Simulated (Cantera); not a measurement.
A closed system holds: 1 mol Pb, 28 mol N₂, held at 1498.15 K and 750 Torr.

Cantera equilibrium calculation (NASA polynomials, part measured and part estimated; ideal gas, pure solids and liquids). Candidate condensed phases: Pb; 4 gas species. The numbers say what is thermodynamically allowed, not how fast it happens.

Base state: N₂ 0.976, Pb 0.0241 (mole fractions); condensed: Pb(l).

**Question.** What changes in the equilibrium state with this change: temperature from 1498.15 K to 1423 K?

**Answer.** 
| species | before | after |
|---|---|---|
| N₂ | 0.976 | 0.989 |
| Pb | 0.0241 | 0.0112 |
| Pb(l), mol | 0.307 | 0.682 |
